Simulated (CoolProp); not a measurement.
Vapour-liquid equilibrium of hydrogen sulfide (1) + isobutane (2) at 8.44 bar; x and y are mole fractions of (1).

Model: multi-fluid Helmholtz-energy mixture model, Lemmon 2006 and Bücker 2006; pair parameters Kunz 2012, in CoolProp.

```tsv
x	bubble temperature, mixture model (°C)	bubble temperature, Raoult's law (°C)	y, mixture model	y, Raoult's law
0.05	49.1	50.8	0.213	0.214
0.125	36.4	41.0	0.455	0.434
0.2	26.2	33.2	0.611	0.581
0.275	18.6	26.6	0.709	0.684
0.35	12.9	21.1	0.773	0.759
0.425	8.7	16.3	0.816	0.816
0.5	5.5	12.1	0.847	0.860
0.575	3.0	8.5	0.871	0.894
0.65	1.0	5.2	0.892	0.922
0.725	-0.8	2.2	0.912	0.945
0.8	-2.5	-0.5	0.932	0.963
0.875	-4.1	-3.0	0.954	0.979
0.95	-5.7	-5.3	0.980	0.992
```

The largest gap from Raoult's law is -8.2 K in bubble temperature, at x = 0.35. No azeotrope shows between x = 0.05 and 0.95.

Pair parameters are fitted to limited data, so mixtures are less certain than the pure fluids.
